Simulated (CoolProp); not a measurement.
Toluene along the isotherm 346.85 °C: Z from the reference equation and from simpler models built on Tc = 318.6 °C, pc = 4.126 MPa, ω = 0.266; each cubic takes its own stable root.

Values from CoolProp's reference Helmholtz-energy equation of state, Lemmon 2006. It is a short technical equation, of lower accuracy than the large ones.

```csv
p (MPa),phase,reference
0.0652,gas,0.9950
0.148,gas,0.9886
0.338,gas,0.9738
0.769,gas,0.9394
1.75,gas,0.8553
3.98,gas,0.6160
9.07,supercritical,0.3419
20.6,supercritical,0.6430
```

Problem. How far does each simpler model (van der Waals, Redlich-Kwong, Soave-Redlich-Kwong, Peng-Robinson) lie from the reference over these 8 states: mean and median of the absolute difference, and the worst?

Solution. 
- van der Waals: mean 10.3 %, median 1.6 %, worst +37.8 % at 346.85 °C and 20.6 MPa
- Redlich-Kwong: mean 3.7 %, median 0.6 %, worst +16.4 % at 346.85 °C and 9.07 MPa
- Soave-Redlich-Kwong: mean 4.7 %, median 0.9 %, worst +19.9 % at 346.85 °C and 9.07 MPa
- Peng-Robinson: mean 1.3 %, median 0.2 %, worst +9.0 % at 346.85 °C and 9.07 MPa
